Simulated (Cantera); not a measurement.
# B + N2 (boron, boron nitride and boron oxide)

Charge: 1 mol B, 1 mol N2, at 11.0 Pa.

Method: chemical equilibrium by Gibbs-energy minimisation in Cantera with the NASA 1993 tables (ideal gas, pure condensed phases). Candidate condensed phases: B, BN; 5 gas species. N2 is the only nitrogen source here; it is nearly inert below about 1500 K, so the nitride shown seldom forms there in practice. Kinetics and transport are ignored.

```csv
T (°C),x N2,x B,x BN,x B2,x N,n BN(s),n B(s)
652,1.00,<1e-12,<1e-12,<1e-12,<1e-12,1.00,0
752,1.00,<1e-12,<1e-12,<1e-12,<1e-12,1.00,0
852,1.00,<1e-12,<1e-12,<1e-12,<1e-12,1.00,0
952,1.00,<1e-12,<1e-12,<1e-12,<1e-12,1.00,0
1052,1.00,<1e-12,<1e-12,<1e-12,<1e-12,1.00,0
1152,1.00,4.10e-12,<1e-12,<1e-12,<1e-12,1.00,0
1252,1.00,3.58e-10,2.09e-11,<1e-12,1.09e-11,1.00,0
1352,1.00,1.79e-8,6.87e-10,<1e-12,1.11e-10,1.00,0
1452,1.000,5.67e-7,1.50e-8,<1e-12,8.66e-10,1.00,0
1552,1.000,1.22e-5,2.32e-7,6.87e-12,5.41e-9,1.000,0
1652,1.000,0.000191,2.70e-6,6.14e-10,2.79e-8,1.000,0
1752,0.998,0.00183,1.97e-5,2.26e-8,1.23e-7,0,0.998
1852,0.991,0.00857,7.21e-5,2.18e-7,4.68e-7,0,0.991
1952,0.965,0.0349,0.000232,1.70e-6,1.57e-6,0,0.964
```
x: gas mole fraction; n: condensed amount in mol.

From 652 °C to 1652 °C the condensed part is BN(s). From 1752 °C to 1952 °C the condensed part is B(s).
